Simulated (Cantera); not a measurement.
Source: NASA polynomial tables (part measured, part estimated), evaluated in Cantera. Values are per mole of reaction as written; species without (g) are pure solids or liquids, kept so even where they would boil at 1 bar.

### Question
Between 823 and 1123 K, where is each reaction favourable under standard conditions?
- Pb + I2(g) ⇌ PbI2(g)
- H2(g) + I2(g) ⇌ 2 HI(g)
- 0.6667 Al + I2(g) ⇌ 0.6667 AlI3(g)

### Answer
- Pb + I2(g) ⇌ PbI2(g): ΔG° is -89 kJ at 823 K and -94 kJ at 1123 K; it stays negative (K > 1). ΔH° is -78 kJ and ΔS° 15 J/K at 1123 K.
- H2(g) + I2(g) ⇌ 2 HI(g): ΔG° is -25 kJ at 823 K and -30 kJ at 1123 K; it stays negative (K > 1). ΔH° is -14 kJ and ΔS° 14 J/K at 1123 K.
- 0.6667 Al + I2(g) ⇌ 0.6667 AlI3(g): ΔG° is -166 kJ at 823 K and -154 kJ at 1123 K; it stays negative (K > 1). ΔH° is -201 kJ and ΔS° -42 J/K at 1123 K.
